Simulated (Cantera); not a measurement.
Feed: 1 mol Si, 15 mol HBr, 9 mol N2, equilibrated at 1075 K and 10000 Pa.

Equilibrium computed with Cantera from the NASA thermochemical tables; the gas is ideal and each condensed phase is pure. Candidate condensed phases: Br2, Si, Si3N4; 28 gas species. The tables' values for SiBr3 are old estimates; treat these amounts as uncertain. Kinetics and transport are ignored.

Base state: HBr 0.478, N2 0.391, H2 0.0869, SiBr4 0.0434, Br 7.08e-5, SiHBr3 5.76e-5, SiBr3 3.84e-5 (mole fractions); condensed: gas only.

Problem. What changes in the equilibrium state with this change: pressure from 10000 Pa to 133 Pa?

Solution. 
| species | before | after |
|---|---|---|
| HBr | 0.478 | 0.488 |
| N2 | 0.391 | 0.389 |
| H2 | 0.0869 | 0.0813 |
| SiBr4 | 0.0434 | 0.0401 |
| SiBr2 | 4.89e-6 | 0.000304 |
| Br | 7.08e-5 | 0.000648 |
| Si3N4(s), mol | 0 | 0.0205 |
N2 is the only nitrogen source here; it is nearly inert below about 1500 K, so the nitride shown seldom forms there in practice.

Problem. What changes in the equilibrium state with this change: pressure from 10000 Pa to 19.0 Pa?

Solution. 
| species | before | after |
|---|---|---|
| HBr | 0.478 | 0.509 |
| N2 | 0.391 | 0.384 |
| H2 | 0.0869 | 0.0701 |
| SiBr4 | 0.0434 | 0.0334 |
| SiBr2 | 4.89e-6 | 0.00141 |
| Br | 7.08e-5 | 0.00192 |
| SiBr3 | 3.84e-5 | 0.000573 |
| SiHBr3 | 5.76e-5 | 3.36e-5 |
| Si3N4(s), mol | 0 | 0.0603 |
N2 is the only nitrogen source here; it is nearly inert below about 1500 K, so the nitride shown seldom forms there in practice.

Problem. What changes in the equilibrium state with this change: pressure from 10000 Pa to 11.0 Pa?

Solution. 
```csv
species,before,after
HBr,0.478,0.513
N2,0.391,0.383
H2,0.0869,0.0673
SiBr4,0.0434,0.0314
SiBr2,4.89e-6,0.00216
Br,7.08e-5,0.00260
SiBr3,3.84e-5,0.000687
SiHBr3,5.76e-5,3.01e-5
"Si3N4(s), mol",0,0.0689
```
N2 is the only nitrogen source here; it is nearly inert below about 1500 K, so the nitride shown seldom forms there in practice.
